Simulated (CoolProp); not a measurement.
Water along the isobar 32700 kPa: density (kg/m³) from the reference equation and from simpler models built on Tc = 647.1 K, pc = 22060 kPa, ω = 0.344; each cubic takes its own stable root.

Values from CoolProp's reference Helmholtz-energy equation of state, Wagner 2002.

```tsv
T (K)	phase	reference	van der Waals	Soave-Redlich-Kwong
407.5	liquid	947.3	461.5	693.9
430	liquid	928.2	451.9	677.2
452.4	liquid	907.4	441.9	659.2
474.9	liquid	884.5	431.4	639.6
497.3	liquid	859.7	420.3	618.2
519.8	liquid	832.3	408.5	594.6
542.3	liquid	802.1	395.8	568.5
564.7	liquid	768.4	382.1	539.4
```
